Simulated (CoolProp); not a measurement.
R1234ze(E) along the isotherm 146.85 °C: density (kg/m³) from the reference equation and from simpler models built on Tc = 109.4 °C, pc = 3.635 MPa, ω = 0.313; each cubic takes its own stable root.

Computed with CoolProp (reference Helmholtz-energy equation of state, Thol 2016).

```json
[
 {"p (MPa)": "1.07", "phase": "gas", "reference": "37.88"},
 {"p (MPa)": "2.14", "phase": "gas", "reference": "83.31"},
 {"p (MPa)": "3.21", "phase": "gas", "reference": "140.5"},
 {"p (MPa)": "4.29", "phase": "supercritical", "reference": "219.3"},
 {"p (MPa)": "5.36", "phase": "supercritical", "reference": "336.4"},
 {"p (MPa)": "6.43", "phase": "supercritical", "reference": "488.8"},
 {"p (MPa)": "7.5", "phase": "supercritical", "reference": "604.3"},
 {"p (MPa)": "8.57", "phase": "supercritical", "reference": "675.4"},
 {"p (MPa)": "9.64", "phase": "supercritical", "reference": "723.6"},
 {"p (MPa)": "10.7", "phase": "supercritical", "reference": "759.3"},
 {"p (MPa)": "11.8", "phase": "supercritical", "reference": "788.7"},
 {"p (MPa)": "12.9", "phase": "supercritical", "reference": "813.0"},
 {"p (MPa)": "13.9", "phase": "supercritical", "reference": "832.0"},
 {"p (MPa)": "15", "phase": "supercritical", "reference": "850.2"}
]
```

Task: How far does each simpler model (ideal gas, van der Waals, Redlich-Kwong, Soave-Redlich-Kwong) lie from the reference over these 14 states: mean and median of the absolute difference, and the worst?

Result: 
- ideal gas: mean 43.3 %, median 48.1 %, worst -59.5 % at 146.85 °C and 7.5 MPa
- van der Waals: mean 13.5 %, median 17.0 %, worst -23.2 % at 146.85 °C and 15 MPa
- Redlich-Kwong: mean 5.5 %, median 7.2 %, worst -8.5 % at 146.85 °C and 10.7 MPa
- Soave-Redlich-Kwong: mean 9.2 %, median 11.7 %, worst -15.0 % at 146.85 °C and 7.5 MPa
